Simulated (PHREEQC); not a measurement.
Solution (68 °C): 0.0024 mol/kgw H3BO3, 0.19 mol/kgw HBF4 and 0.0015 mol/kgw CdCl2. Closed to the air; pH follows from the charge balance.

All values are PHREEQC results (ion-association model, wateq4f.dat), not measurements.

Each row changes one thing in this solution. This is a speciation only: nothing precipitates in the calculation.

```tsv
case	pH	ionic strength (mol/kgw)	BF4- (mol/kgw)	HF (mol/kgw)	H3BO3 (mol/kgw)	BF3OH- (mol/kgw)	SI of CdF2 (CdF2)	SI of CdOHCl (CdOHCl)
as made	0.84	0.187	0.177	0.0349	0.0100	0.00431	-7.80	-8.10
H3BO3 left out	0.84	0.186	0.177	0.0367	0.00819	0.00409	-7.75	-8.10
H3BO3 from 0.0024 to 0.012 mol/kgw	0.84	0.188	0.178	0.0302	0.0181	0.00500	-7.93	-8.10
CdCl2 from 0.0015 to 0.00165 mol/kgw	0.84	0.187	0.177	0.0349	0.0100	0.00431	-7.76	-8.02
temperature from 68 to 20 °C	0.82	0.191	0.183	0.0148	0.00538	0.00392	-8.74	-8.83
temperature from 68 to 85 °C	0.85	0.184	0.174	0.0476	0.0130	0.00450	-7.54	-7.89
temperature from 68 to 40 °C	0.83	0.190	0.181	0.0211	0.00682	0.00405	-8.30	-8.50
HBF4 replaced by NaHF2 at the same molality	3.40	0.188	0.00238	0.110	3.80e-9	1.84e-5	-1.84	-5.69
```

Complexes and solids missing from the database can't appear. Away from 25 °C the constants follow the database's enthalpies or fits; those with neither stay at their 25 °C values. Real BF4- forms and hydrolyses slowly; the run takes it at equilibrium.
